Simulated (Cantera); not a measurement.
Charge: 1 mol SiCl₄, 4.7 mol HCl, 1100 mol H₂, held at 0.100 bar.

These are equilibrium values from Cantera (NASA tables, ideal gas, pure condensed phases), not measurements of a reactor. Candidate condensed phases: Si; 19 gas species. Gases not in the tables: Si₂H₆ and higher silanes. Equilibrium is a limit: real reactors are often held back by kinetics, nucleation or transport.

Task: Which condensed phases are stable at each of these points (T (°C)): 950, 1050, 1150, 1250, 1350, 1450, 1550, 1650, 1750, 1850?

Result: 
```json
[
 {"T (°C)": "950", "condensed phases": "Si(s)", "Si condensed (%)": "81.2"},
 {"T (°C)": "1050", "condensed phases": "Si(s)", "Si condensed (%)": "81.6"},
 {"T (°C)": "1150", "condensed phases": "Si(s)", "Si condensed (%)": "80.5"},
 {"T (°C)": "1250", "condensed phases": "Si(s)", "Si condensed (%)": "79.0"},
 {"T (°C)": "1350", "condensed phases": "Si(s)", "Si condensed (%)": "77.0"},
 {"T (°C)": "1450", "condensed phases": "Si(l)", "Si condensed (%)": "74.6"},
 {"T (°C)": "1550", "condensed phases": "Si(l)", "Si condensed (%)": "69.7"},
 {"T (°C)": "1650", "condensed phases": "Si(l)", "Si condensed (%)": "49.9"},
 {"T (°C)": "1750", "condensed phases": "gas only", "Si condensed (%)": "0.0"},
 {"T (°C)": "1850", "condensed phases": "gas only", "Si condensed (%)": "0.0"}
]
```

From 950 °C to 1350 °C the condensed part is Si(s). From 1450 °C to 1650 °C the condensed part is Si(l). From 1750 °C to 1850 °C nothing is condensed.
